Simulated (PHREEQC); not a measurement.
A solution holds 0.0074 mol/kgw H3BO3, 0.009 mol/kgw NaOH and 0.0095 mol/kgw NaCl, at 43 °C. Closed to the air; pH follows from the charge balance.

Equilibrium calculation in PHREEQC: ion-association model, phreeqc.dat.

pH: 10.64
ionic strength: 0.0185 mol/kgw
total alkalinity: 9.00 meq/kg

```json
[
 {"species": "Na+", "molality": "0.0185", "activity": "0.0162", "log γ": "-0.059"},
 {"species": "Cl-", "molality": "0.00950", "activity": "0.00825", "log γ": "-0.061"},
 {"species": "H2BO3-", "molality": "0.00722", "activity": "0.00628", "log γ": "-0.060"},
 {"species": "OH-", "molality": "0.00178", "activity": "0.00155", "log γ": "-0.062"},
 {"species": "H3BO3", "molality": "0.000183", "activity": "0.000184", "log γ": "0.002"}
]
```

This is a speciation only: nothing precipitates in the calculation. Constants without temperature data keep their 25 °C values here.
